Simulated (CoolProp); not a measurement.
Properties of cis-2-butene at several states (Tc = 162.6 °C, pc = 4236 kPa, ω = 0.202).

Computed with CoolProp (reference Helmholtz-energy equation of state, Lemmon 2005). It is a short technical equation, of lower accuracy than the large ones.

| T (°C) | p (kPa) | phase | Z | cp (kJ/(kg K)) | speed of sound (m/s) | fugacity coefficient |
|---|---|---|---|---|---|---|
| -4.75 | 184 | liquid | 0.007121 | 2.129 | 1141 | [?] |
| 1.35 | 487 | liquid | 0.01861 | 2.149 | 1110 | 0.1856 |
| 98.35 | 15.8 | gas | 0.9978 | 1.725 | [?] | 0.9978 |
| 196.85 | 591 | gas | 0.9612 | 2.140 | 264.8 | [?] |
| 155.05 | 445 | gas | [?] | [?] | 253.3 | 0.9615 |

Q: Fill in the missing entries.

A: 
- -4.75, fugacity coefficient: 0.3831
- 98.35, speed of sound (m/s): 245.0
- 196.85, fugacity coefficient: 0.9624
- 155.05, Z: 0.9602
- 155.05, cp (kJ/(kg K)): 1.988
